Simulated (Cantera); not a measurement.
# Ammonia decomposition in nitride growth gas

An isothermal, constant-pressure homogeneous reactor starts with 16.1 % NH₃, 83.9 % H₂, at 2300 K and 0.132 atm.

Computed with Cantera and the gas-phase N/H chemistry of the illustrative SiF4/NH3 mechanism in the Surface Chemkin manual (1991). Walls and surfaces, which speed up NH3 decomposition in real reactors, are not modelled.

```csv
t (s),x NH₃,x H₂,x NH,x H,x N,x N₂
9.00e-6,0.161,0.839,2.61e-8,4.56e-5,5.02e-11,1.97e-11
2.86e-5,0.161,0.839,3.11e-7,0.000145,2.28e-9,4.03e-9
9.09e-5,0.161,0.838,3.22e-6,0.000458,7.86e-8,8.24e-7
0.000289,0.160,0.838,2.69e-5,0.00133,1.91e-6,8.40e-5
0.000917,0.155,0.839,6.45e-5,0.00212,7.18e-6,0.00195
0.00292,0.138,0.849,6.34e-5,0.00225,7.42e-6,0.00928
0.00926,0.0963,0.873,5.70e-5,0.00261,7.61e-6,0.0274
0.0294,0.0304,0.909,4.13e-5,0.00407,8.42e-6,0.0560
0.0935,0.000182,0.912,5.49e-6,0.0190,5.29e-6,0.0687
0.297,5.27e-6,0.906,2.88e-7,0.0254,3.73e-7,0.0686
0.944,1.24e-6,0.906,6.78e-8,0.0254,8.79e-8,0.0686
3.00,4.84e-7,0.906,2.65e-8,0.0254,3.43e-8,0.0686
```
x: mole fraction; the columns are a selection and need not sum to one.

Equilibrium at this temperature and pressure: NH₃ 3.94e-7, H₂ 0.906, NH 2.15e-8, H 0.0254, N 2.79e-8, N₂ 0.0686 (gas phase only).
